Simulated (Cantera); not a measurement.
A perfectly stirred reactor is fed with NH3 : H2 = 1 : 15 (molar parts), at 0.0132 atm; it is held at 1775 K, and followed from long to short residence time.

Detailed kinetics in Cantera: the gas-phase N/H chemistry of the illustrative SiF4/NH3 mechanism in the Surface Chemkin manual (1991). Walls and surfaces, which speed up NH3 decomposition in real reactors, are not modelled.

x: mole fraction; the columns are a selection and need not sum to one.

```json
[
 {"τ (s)": "7.0", "x NH3": "0.0507", "x H2": "0.943", "x N2H4": "2.16e-10", "x H": "0.000469", "x N2": "0.00549"},
 {"τ (s)": "2.8", "x NH3": "0.0574", "x H2": "0.940", "x N2H4": "2.43e-10", "x H": "0.000437", "x N2": "0.00234"},
 {"τ (s)": "1.1", "x NH3": "0.0607", "x H2": "0.938", "x N2H4": "2.25e-10", "x H": "?", "x N2": "?"},
 {"τ (s)": "0.45", "x NH3": "0.0620", "x H2": "0.937", "x N2H4": "1.51e-10", "x H": "0.000318", "x N2": "0.000184"},
 {"τ (s)": "0.18", "x NH3": "0.0624", "x H2": "0.937", "x N2H4": "4.71e-11", "x H": "0.000176", "x N2": "1.59e-5"},
 {"τ (s)": "0.072", "x NH3": "0.0625", "x H2": "0.937", "x N2H4": "8.21e-12", "x H": "7.34e-5", "x N2": "7.87e-7"},
 {"τ (s)": "0.029", "x NH3": "0.0625", "x H2": "0.937", "x N2H4": "1.34e-12", "x H": "?", "x N2": "?"},
 {"τ (s)": "0.011", "x NH3": "0.0625", "x H2": "0.937", "x N2H4": "<1e-12", "x H": "1.13e-5", "x N2": "2.13e-9"},
 {"τ (s)": "0.0046", "x NH3": "0.0625", "x H2": "0.937", "x N2H4": "<1e-12", "x H": "4.70e-6", "x N2": "1.47e-10"},
 {"τ (s)": "0.0018", "x NH3": "0.0625", "x H2": "0.937", "x N2H4": "<1e-12", "x H": "1.84e-6", "x N2": "8.10e-12"}
]
```

Fill in the missing entries.


- 1.1, x H: 0.000397
- 1.1, x N2: 0.000788
- 0.029, x H: 2.97e-5
- 0.029, x N2: 4.30e-8
